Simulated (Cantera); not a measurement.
# Carbon deposition, reforming and gasification: n-butane + NH₃ + N₂

Charge: 1 mol n-butane, 0.12 mol NH₃, 31 mol N₂, held at 75.0 Torr.

Equilibrium computed with Cantera from the NASA thermochemical tables; the gas is ideal and each condensed phase is pure. Candidate condensed phases: C, C₆H₆, C₇H₈, C₈H₁₈; 92 gas species. Rates play no part.

From 1975 K to 2625 K the condensed part is C(graphite). The main C-bearing gas is HCN throughout. The share of C in condensed phases is highest at 1975 K (95.4 %) and lowest at 2625 K (66.5 %).

```tsv
T (K)	log p N₂	log p H₂	log p H	log p HCN	log p HNC	log p C₂H₂ (acetylene)	n C(graphite)
1975	-1.07	-1.86	-3.79	-3.34	-4.60	-5.04	3.82
2025	-1.07	-1.86	-3.64	-3.25	-4.48	-4.90	3.78
2075	-1.07	-1.86	-3.51	-3.17	-4.36	-4.77	3.73
2125	-1.07	-1.87	-3.37	-3.10	-4.25	-4.64	3.67
2175	-1.07	-1.87	-3.25	-3.03	-4.15	-4.52	3.61
2225	-1.07	-1.88	-3.13	-2.96	-4.05	-4.41	3.54
2275	-1.07	-1.89	-3.01	-2.90	-3.95	-4.31	3.46
2325	-1.07	-1.90	-2.91	-2.84	-3.86	-4.21	3.37
2375	-1.08	-1.91	-2.80	-2.78	-3.78	-4.11	3.28
2425	-1.08	-1.92	-2.71	-2.73	-3.70	-4.03	3.17
2475	-1.08	-1.93	-2.61	-2.68	-3.63	-3.95	3.05
2525	-1.08	-1.95	-2.53	-2.64	-3.56	-3.87	2.93
2575	-1.08	-1.97	-2.45	-2.60	-3.49	-3.80	2.80
2625	-1.08	-2.00	-2.37	-2.56	-3.43	-3.74	2.66
```
log p: log10 of the partial pressure in bar; n: condensed amount in mol.
